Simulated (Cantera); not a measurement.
Charge: 1 mol Al₂O₃, 0.56 mol H₂O, 0.2 mol H₂, equilibrated at 1077 °C and 39.0 mbar.

Equilibrium computed with Cantera from the NASA thermochemical tables; the gas is ideal and each condensed phase is pure. Candidate condensed phases: Al, Al₂O₃, H₂O; 19 gas species. Gases not in the tables: Al(OH)₃. The numbers say what is thermodynamically allowed, not how fast it happens.

Base state: H₂O 0.737, H₂ 0.263 (mole fractions); condensed: Al₂O₃(s).

**Question.** What changes in the equilibrium state with this change: Al₂O₃ replaced by AlN?

**Answer.** 
```
species         before    after
-------------  -------  -------
H₂               0.263    0.803
N₂                   0    0.197
H              6.19e-6  1.08e-5
H₂O              0.737  1.69e-6
Al₂O₃(s), mol     1.00    0.187
AlN(s), mol          0    0.627
```
Mutual solubility and eutectic melting of coexisting phases are not modelled. Further candidate phases: AlN.
